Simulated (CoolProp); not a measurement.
A single-stage vapour-compression cycle with ethanol: evaporating at 315.15 K (dew point), condensing at 344.15 K (bubble point), superheat 2 K, subcooling 2 K, compressor efficiency 0.9, no pressure losses. Each further row changes one setting.

Computed with CoolProp (reference Helmholtz-energy equation of state, Schroeder 2014).

| case | cooling COP | pressure ratio | discharge temperature (K) | refrigerating effect (kJ/kg) | volumetric capacity (kJ/m³) |
|---|---|---|---|---|---|
| as stated | 9.18 | 3.79 | 376.2 | 831 | 291 |
| evaporating temperature 320.15 K | ? | 2.95 | 370.3 | 838 | ? |
| condensing temperature 339.15 K | 11.2 | 3.07 | ? | 845 | 296 |
| subcooling 7 K | 9.33 | 3.79 | 376.2 | 845 | 296 |
| superheat 12 K | 9.06 | 3.79 | ? | 846 | ? |
| compressor efficiency 0.8 | 8.16 | 3.79 | 382.6 | 831 | 291 |

Q: Complete the blanks.

A: 
- evaporating temperature 320.15 K, cooling COP: 11.4
- evaporating temperature 320.15 K, volumetric capacity (kJ/m³): 371
- condensing temperature 339.15 K, discharge temperature (K): 366.7
- superheat 12 K, discharge temperature (K): 386.5
- superheat 12 K, volumetric capacity (kJ/m³): 287
